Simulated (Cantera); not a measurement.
Thermodynamics of silicon etching in halogen gases, feed Si + F2 + H2

Input: 1 mol Si, 7.7 mol F2, a varied amount of H2, at 873.15 K and 750 Torr.

Equilibrium computed with Cantera from the NASA thermochemical tables; the gas is ideal and each condensed phase is pure. Candidate condensed phases: Si; 25 gas species. The numbers say what is thermodynamically allowed, not how fast it happens.

```csv
n(H2) (mol),log p HF,log p H2,log p F2,log p SiF4,log p F,log p H2F2,log p SiHF3
2.2,-0.31,<-12,-0.42,-0.95,-1.84,-4.80,<-12
2.6,-0.26,<-12,-0.49,-0.97,-1.88,-4.69,<-12
3.2,-0.19,<-12,-0.61,-1.00,-1.94,-4.57,<-12
3.9,-0.14,<-12,-0.78,-1.03,-2.02,-4.45,<-12
4.7,-0.09,<-12,-1.08,-1.06,-2.17,-4.35,<-12
5.7,-0.04,<-12,<-12,-1.09,-11.36,-4.26,<-12
7,-0.08,-1.02,<-12,-1.14,<-12,-4.34,-8.78
8.5,-0.12,-0.73,<-12,-1.18,<-12,-4.43,-8.49
10,-0.17,-0.59,<-12,-1.22,<-12,-4.51,-8.35
13,-0.24,-0.43,<-12,-1.29,<-12,-4.66,-8.19
15,-0.28,-0.37,<-12,-1.34,<-12,-4.74,-8.13
```
log p: log10 of the partial pressure in bar; nothing condenses.

From 2.2 mol H2 to 15 mol H2 nothing is condensed. The main Si-bearing gas is SiF4 throughout.
